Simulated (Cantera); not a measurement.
**H2S + H2 + O2 (abatement and gas-phase synthesis)**

Input: 1 mol H2S, 0.33 mol H2, 0.14 mol O2, held at 0.850 bar.

These are equilibrium values from Cantera (NASA tables, ideal gas, pure condensed phases), not measurements of a reactor. Candidate condensed phases: H2O, H2SO4, S; 19 gas species. Gases not in the tables: S3 to S7. Rates play no part.

From 898 K to 2698 K nothing is condensed.

| T (K) | log p H2S | log p H2 | log p S2 | log p H2O | log p SH | log p H | log p S | log p SO |
|---|---|---|---|---|---|---|---|---|
| 898 | -0.20 | -1.46 | -2.81 | -0.75 | -5.66 | -10.69 | -10.85 | -8.52 |
| 1098 | -0.24 | -1.12 | -1.66 | -0.76 | -4.13 | -8.17 | -7.98 | -6.29 |
| 1298 | -0.34 | -0.80 | -1.19 | -0.78 | -3.18 | -6.37 | -6.16 | -5.01 |
| 1498 | -0.49 | -0.59 | -0.94 | -0.81 | -2.56 | -5.06 | -4.87 | -4.11 |
| 1698 | -0.69 | -0.47 | -0.82 | -0.84 | -2.13 | -4.08 | -3.92 | -3.40 |
| 1898 | -0.89 | -0.41 | -0.76 | -0.87 | -1.83 | -3.31 | -3.18 | -2.84 |
| 2098 | -1.08 | -0.38 | -0.74 | -0.90 | -1.61 | -2.70 | -2.60 | -2.39 |
| 2298 | -1.27 | -0.36 | -0.74 | -0.94 | -1.45 | -2.20 | -2.13 | -2.03 |
| 2498 | -1.44 | -0.36 | -0.78 | -1.00 | -1.33 | -1.78 | -1.75 | -1.76 |
| 2698 | -1.62 | -0.36 | -0.84 | -1.07 | -1.25 | -1.43 | -1.44 | -1.56 |
log p: log10 of the partial pressure in bar; nothing condenses.
